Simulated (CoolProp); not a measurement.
The numbers come from the reference Helmholtz-energy equation of state, Lemmon 2006 in CoolProp. It is a short technical equation, of lower accuracy than the large ones.

Q: For acetone, give the phase and the cv (kJ/(kg K)), expansivity (1/kK), fugacity coefficient at 283.9 K and 6300 kPa.

A: 
- 283.9 K and 6300 kPa: liquid; cv 1.53, expansivity 1.31, fugacity coefficient 0.00303
